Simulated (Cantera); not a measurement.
# NO annealing gas

A perfectly stirred reactor is fed with 90.9 % NO, 9.09 % N2, at 1.10 bar; it is held at 2125 K, and followed from long to short residence time.

Detailed kinetics in Cantera: GRI-Mech 3.0 (53 species, 325 reactions).

| τ (s) | x NO | x N2 | x NO2 | x O2 | x O | x N2O |
|---|---|---|---|---|---|---|
| 0.86 | 0.169 | 0.460 | 0.000334 | 0.369 | 0.000968 | 1.26e-5 |
| 0.24 | 0.360 | 0.365 | 0.000612 | 0.274 | 0.000844 | 5.66e-5 |
| 0.066 | 0.620 | 0.235 | 0.000779 | 0.143 | 0.000634 | 0.000175 |
| 0.018 | 0.806 | 0.142 | 0.000653 | 0.0505 | 0.000423 | 0.000308 |
| 0.0050 | 0.879 | 0.106 | 0.000484 | 0.0145 | 0.000299 | 0.000367 |
| 0.0014 | 0.901 | 0.0948 | 0.000388 | 0.00371 | 0.000240 | 0.000361 |
| 0.00038 | 0.907 | 0.0918 | 0.000299 | 0.000726 | 0.000190 | 0.000287 |
| 0.00011 | 0.908 | 0.0911 | 0.000161 | 8.43e-5 | 0.000112 | 0.000166 |
x: mole fraction; the columns are a selection and need not sum to one.
